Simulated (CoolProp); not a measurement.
The fluid at 298.15 K and 0.0171 MPa flows at 0.097 m/s in a round tube of 2 mm bore and 0.25 µm roughness, fully developed (64/Re and Nu = 3.66 if laminar; Colebrook and Gnielinski if turbulent). The same conditions are run with several fluids, on thermodynamics alone (safety and materials aside).

The numbers come from the reference Helmholtz-energy equation of state of each fluid (n-hexane: Thol 2019; R22: Kamei 1995; oxygen: Schmidt 1985; R11: Jacobsen 1992; n-pentane: Thol 2019) in CoolProp.

Q: Rank n-hexane, R22, oxygen, R11, n-pentane by Reynolds number, highest first.

A: n-hexane (18.7), R11 (18.0), n-pentane (14.4), R22 (8.42), oxygen (2.09)

```csv
fluid,Darcy friction factor,pressure drop (Pa/m),heat-transfer coefficient (W/(m² K)),mass flow (kg/h)
n-hexane,3.43,4.85,25.2,0.000661
R22,7.60,10.7,21.0,0.000656
oxygen,30.7,15.9,48.1,0.000242
R11,3.55,7.96,15.4,0.00105
n-pentane,4.44,5.24,26.4,0.000550
```

Transport values come from each fluid's own correlations; those of R22, R11, n-pentane are estimates that may be off by 10 % or more.
